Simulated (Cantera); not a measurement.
Charge: 1 mol Si, 0.75 mol HCl, 16 mol H2, 0.32 mol O2, at 1 atm.

These are equilibrium values from Cantera (NASA tables, ideal gas, pure condensed phases), not measurements of a reactor. Candidate condensed phases: H2O, Si, SiO2; 30 gas species. Mutual solubility and eutectic melting of coexisting phases are not modelled. The tables hold silica as quartz up to 1696 K and as liquid above; real silica turns to tridymite and cristobalite and melts near 1996 K. The numbers say what is thermodynamically allowed, not how fast it happens.

**Question.** Which condensed phases are stable at each of these points (T (°C)): 552, 627, 702, 777, 852, 927, 1002, 1077, 1152, 1227, 1302, 1377?

**Answer.** 
```tsv
T (°C)	condensed phases	Si condensed (%)
552	Si(s) + SiO2(α-quartz)	78.1
627	Si(s) + SiO2(β-quartz)	78.7
702	Si(s) + SiO2(β-quartz)	79.8
777	Si(s) + SiO2(β-quartz)	81.5
852	Si(s) + SiO2(β-quartz)	83.8
927	Si(s) + SiO2(β-quartz)	86.3
1002	Si(s) + SiO2(β-quartz)	88.8
1077	Si(s) + SiO2(β-quartz)	90.6
1152	Si(s) + SiO2(β-quartz)	91.4
1227	Si(s) + SiO2(β-quartz)	91.1
1302	Si(s) + SiO2(β-quartz)	88.8
1377	Si(s) + SiO2(β-quartz)	81.7
```

At 552 °C the condensed part is Si(s) + SiO2(α-quartz). From 627 °C to 1377 °C the condensed part is Si(s) + SiO2(β-quartz).
